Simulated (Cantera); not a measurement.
What does this Cantera script print?

```python
import numpy as np
import cantera as ct

gas_names = [...]  # 123 gases of nasa_gas.yaml made of C, H, O, Si
cond_names = """
    C(gr) C6H6(L) C7H8(L) C8H18(L),n-octa H2O(s) H2O(L) Si(cr) Si(L) SiC(b) SiO2(Lqz) SiO2(hqz) SiO2(L)
""".split()


# ... load() reads the species with a 1 bar reference pressure and builds the phases ...
atoms = {
    'HMDSO': {'Si': 2, 'C': 6, 'H': 18, 'O': 1},
    'H2O': {'H': 2, 'O': 1},
}
top_T = {'C(gr)': 4500, 'SiC(b)': 3050}  # K; cautious upper limits of use, not melting points


# ... equilibrate(T, P, feed) seeds the gas with the atoms and calls Mixture.equilibrate('TP', solver="vcs", rtol=1e-11, max_steps=5000) ...
results = []
feed = {'HMDSO': 1, 'H2O': 2.8}  # mol
P = 730  # Pa
for T in [1075, 1100, 1125, 1150, 1175, 1200, 1225, 1250, 1275, 1300, 1325, 1350, 1375]:
    mix = equilibrate(T, P, feed)
    results.append((T, P, feed, dict(zip(mix.species_names, mix.species_moles))))
    x = sorted(zip(gas.X, gas.species_names), reverse=True)
    print(f"T = {T:g} K  P = {P:g} Pa  gas = {mix.phase_moles(0):.4g} mol")
    print("   x: " + "  ".join(f"{s} {v:.3e}" for v, s in x if v > 1e-06))
    print("   condensed (mol): " + ("  ".join(f"{mix.phase(i).name} {mix.phase_moles(i):.4g}"
          for i in range(1, mix.n_phases) if mix.phase_moles(i) > 1e-12) or "none"))
```

Result:

```
T = 1075 K  P = 730 Pa  gas = 11.8 mol
   x: H2 9.995e-01  CH4 3.289e-04  CO 2.188e-04
   condensed (mol): C(gr) 5.892  SiC(b) 0.1013  SiO2(hqz) 1.899
T = 1100 K  P = 730 Pa  gas = 11.8 mol
   x: H2 9.993e-01  CO 4.732e-04  CH4 2.617e-04
   condensed (mol): C(gr) 5.889  SiC(b) 0.1028  SiO2(hqz) 1.897
T = 1125 K  P = 730 Pa  gas = 11.81 mol
   x: H2 9.988e-01  CO 9.881e-04  CH4 2.101e-04
   condensed (mol): C(gr) 5.88  SiC(b) 0.1058  SiO2(hqz) 1.894
T = 1150 K  P = 730 Pa  gas = 11.82 mol
   x: H2 9.978e-01  CO 1.997e-03  CH4 1.701e-04
   condensed (mol): C(gr) 5.863  SiC(b) 0.1118  SiO2(hqz) 1.888
T = 1175 K  P = 730 Pa  gas = 11.84 mol
   x: H2 9.959e-01  CO 3.915e-03  CH4 1.387e-04  H 1.432e-06  SiO 1.337e-06
   condensed (mol): C(gr) 5.829  SiC(b) 0.1232  SiO2(hqz) 1.877
T = 1200 K  P = 730 Pa  gas = 11.89 mol
   x: H2 9.924e-01  CO 7.460e-03  CH4 1.136e-04  SiO 3.016e-06  H 2.301e-06  H2O 1.402e-06
   condensed (mol): C(gr) 5.766  SiC(b) 0.1443  SiO2(hqz) 1.856
T = 1225 K  P = 730 Pa  gas = 11.96 mol
   x: H2 9.861e-01  CO 1.384e-02  CH4 9.320e-05  SiO 6.577e-06  H 3.622e-06  H2O 1.958e-06
   condensed (mol): C(gr) 5.651  SiC(b) 0.1827  SiO2(hqz) 1.817
T = 1250 K  P = 730 Pa  gas = 12.1 mol
   x: H2 9.749e-01  CO 2.502e-02  CH4 7.628e-05  SiO 1.389e-05  H 5.586e-06  H2O 2.682e-06
   condensed (mol): C(gr) 5.445  SiC(b) 0.2514  SiO2(hqz) 1.748
T = 1275 K  P = 730 Pa  gas = 12.35 mol
   x: H2 9.557e-01  CO 4.420e-02  CH4 6.180e-05  SiO 2.847e-05  H 8.434e-06  H2O 3.595e-06
   condensed (mol): C(gr) 5.081  SiC(b) 0.3727  SiO2(hqz) 1.627
T = 1300 K  P = 730 Pa  gas = 12.78 mol
   x: H2 9.235e-01  CO 7.633e-02  SiO 5.674e-05  CH4 4.897e-05  H 1.244e-05  H2O 4.692e-06
   condensed (mol): C(gr) 4.437  SiC(b) 0.5873  SiO2(hqz) 1.412
T = 1325 K  P = 730 Pa  gas = 13.55 mol
   x: H2 8.707e-01  CO 1.291e-01  SiO 1.101e-04  CH4 3.716e-05  H 1.786e-05  H2O 5.904e-06
   condensed (mol): C(gr) 3.276  SiC(b) 0.9739  SiO2(hqz) 1.025
T = 1350 K  P = 730 Pa  gas = 15.02 mol
   x: H2 7.857e-01  CO 2.140e-01  SiO 2.084e-04  CH4 2.598e-05  H 2.473e-05  H2O 7.033e-06
   condensed (mol): C(gr) 1.081  SiC(b) 1.705  SiO2(hqz) 0.2917
T = 1375 K  P = 730 Pa  gas = 15.6 mol
   x: H2 7.564e-01  CO 2.433e-01  SiO 2.691e-04  H 3.488e-05  CH4 2.078e-05  H2O 6.182e-06  C2H2,acetylene 1.345e-06
   condensed (mol): C(gr) 0.2081  SiC(b) 1.996
```

These are equilibrium values from Cantera (NASA tables, ideal gas, pure condensed phases), not measurements of a reactor. The feed counts by its element totals alone. Mutual solubility and eutectic melting of coexisting phases are not modelled. The tables hold silica as quartz up to 1696 K and as liquid above; real silica turns to tridymite and cristobalite and melts near 1996 K.
